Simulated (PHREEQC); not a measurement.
Dissolve 1 mmol/kgw H2SeO4, 0.2 mmol/kgw H3PO4 and 0.21 mmol/kgw FeCl3 at 65 °C. Closed to the air; pH follows from the charge balance.

Equilibrium calculation in PHREEQC: ion-association model, wateq4f.dat.

This is a speciation only: nothing precipitates in the calculation.

### Question
Order these P species by the share of P that they hold, largest first: H3PO4, FeH2PO4+2, H2PO4-.

### Answer
H2PO4- (44 %), FeH2PO4+2 (38 %), H3PO4 (19 %)

### Question
Order these Fe species by the share of Fe that they hold, largest first: Fe+3, FeH2PO4+2, Fe(OH)2+, FeOH+2.

### Answer
FeOH+2 (41 %), FeH2PO4+2 (36 %), Fe(OH)2+ (21 %), Fe+3 (2.2 %)

The pH is 2.69 and the ionic strength 0.00356 mol/kgw. Examples of supersaturated solids here: Strengite, Hematite (slow to form). Others may be too. H3PO4, which wateq4f.dat lacks, is added to it with the constant of phreeqc.dat. Away from 25 °C the constants follow the database's enthalpies or fits; those with neither stay at their 25 °C values.
